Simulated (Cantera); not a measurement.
## Thermodynamics of hydrogen reduction and annealing atmospheres, feed CuO + H2 + N2

Feed: 1 mol CuO, 930 mol H2, 1.2 mol N2, held at 35.3 Torr.

Method: chemical equilibrium by Gibbs-energy minimisation in Cantera with the NASA 1993 tables (ideal gas, pure condensed phases). Candidate condensed phases: Cu, CuO, Cu(OH)2, Cu2O, H2O; 27 gas species. Equilibrium is a limit: real reactors are often held back by kinetics, nucleation or transport.

```json
[
 {"T (K)": "1475", "x H2": "0.997", "x H": "5.97e-5", "x N2": "0.00129", "x H2O": "0.00107", "x Cu": "0.000114", "n Cu(l)": "0.894"},
 {"T (K)": "1525", "x H2": "0.997", "x H": "0.000109", "x N2": "0.00129", "x H2O": "0.00107", "x Cu": "0.000265", "n Cu(l)": "0.753"},
 {"T (K)": "1575", "x H2": "0.997", "x H": "0.000191", "x N2": "0.00129", "x H2O": "0.00107", "x Cu": "0.000582", "n Cu(l)": "0.457"},
 {"T (K)": "1625", "x H2": "0.996", "x H": "0.000325", "x N2": "0.00129", "x H2O": "0.00107", "x Cu": "0.00107", "n Cu(l)": "0"},
 {"T (K)": "1675", "x H2": "0.996", "x H": "0.000535", "x N2": "0.00129", "x H2O": "0.00107", "x Cu": "0.00107", "n Cu(l)": "0"},
 {"T (K)": "1725", "x H2": "0.996", "x H": "0.000855", "x N2": "0.00129", "x H2O": "0.00107", "x Cu": "0.00107", "n Cu(l)": "0"},
 {"T (K)": "1775", "x H2": "0.995", "x H": "0.00133", "x N2": "0.00129", "x H2O": "0.00107", "x Cu": "0.00107", "n Cu(l)": "0"},
 {"T (K)": "1825", "x H2": "0.995", "x H": "0.00203", "x N2": "0.00129", "x H2O": "0.00107", "x Cu": "0.00107", "n Cu(l)": "0"},
 {"T (K)": "1875", "x H2": "0.994", "x H": "0.00301", "x N2": "0.00129", "x H2O": "0.00107", "x Cu": "0.00107", "n Cu(l)": "0"},
 {"T (K)": "1925", "x H2": "0.992", "x H": "0.00439", "x N2": "0.00128", "x H2O": "0.00107", "x Cu": "0.00107", "n Cu(l)": "0"},
 {"T (K)": "1975", "x H2": "0.990", "x H": "0.00628", "x N2": "0.00128", "x H2O": "0.00107", "x Cu": "0.00107", "n Cu(l)": "0"},
 {"T (K)": "2025", "x H2": "0.988", "x H": "0.00882", "x N2": "0.00128", "x H2O": "0.00107", "x Cu": "0.00107", "n Cu(l)": "0"}
]
```
x: gas mole fraction; n: condensed amount in mol.

From 1475 K to 1575 K the condensed part is Cu(l). From 1625 K to 2025 K nothing is condensed. The main Cu-bearing gas is Cu throughout.
